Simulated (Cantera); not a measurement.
A Cantera script and what it prints.

```python
import numpy as np
import cantera as ct

gas_names = """
    CL CLO CL2 Mg MgCL MgCL2 MgO Mg2 O O2 O3
""".split()
cond_names = """
    Mg(cr) Mg(L) MgCL2(s) MgCL2(L) MgO(s) MgO(L)
""".split()


# ... load() reads the species with a 1 bar reference pressure and builds the phases ...
atoms = {
    'MgO': {'Mg': 1, 'O': 1},
    'Cl2': {'CL': 2},
}
top_T = {}  # K; cautious upper limits of use, not melting points


# ... equilibrate(T, P, feed) seeds the gas with the atoms and calls Mixture.equilibrate('TP', solver="vcs", rtol=1e-11, max_steps=5000) ...
results = []
feed = {'MgO': 1, 'Cl2': 0.29}  # mol
P = 6300  # Pa
for T in [950, 1050, 1150, 1250, 1350, 1450, 1550, 1650]:
    mix = equilibrate(T, P, feed)
    results.append((T, P, feed, dict(zip(mix.species_names, mix.species_moles))))

top = {s: max(r[3][s] / sum(r[3][g] for g in gas_names) for r in results) for s in gas_names}
cols = sorted((s for s in top if top[s] > 0.0001), key=lambda s: -top[s])[:8]
seen = [c for c in cond_names if any(r[3].get(c, 0) > 1e-12 for r in results)]
print("log10 of partial pressures in bar; condensed amounts in mol")
print(f"{'T/K':>10s}" + "".join(f"{s[:9]:>10s}" for s in cols + seen))
for T, P, feed, n in results:
    ng = sum(n[g] for g in gas_names)
    print(f"{T:10.4g}" + "".join(f"{np.log10(max(n[s] / ng * P / 1e5, 1e-99)):10.3f}" for s in cols)
          + "".join(f"{n.get(c, 0):10.4g}" for c in seen))
```

Output:

```
log10 of partial pressures in bar; condensed amounts in mol
       T/K       CL2     MgCL2        O2        CL       CLO  MgCL2(s)  MgCL2(L)    MgO(s)
       950    -1.204    -4.340    -3.370    -4.354    -7.184  0.003698         0    0.9961
      1050    -1.209    -3.244    -3.433    -3.705    -6.685         0 0.0007779    0.9966
      1150    -1.230    -2.635    -2.937    -3.177    -6.007         0         0    0.9891
      1250    -1.289    -2.185    -2.486    -2.752    -5.441         0         0    0.9678
      1350    -1.417    -1.855    -2.156    -2.428    -5.024         0         0    0.9252
      1450    -1.639    -1.647    -1.949    -2.204    -4.759         0         0    0.8657
      1550    -1.944    -1.543    -1.844    -2.064    -4.622         0         0    0.8126
      1650    -2.286    -1.501    -1.803    -1.977    -4.564         0         0    0.7822
```

Method: chemical equilibrium by Gibbs-energy minimisation in Cantera with the NASA 1993 tables (ideal gas, pure condensed phases). Mutual solubility and eutectic melting of coexisting phases are not modelled.
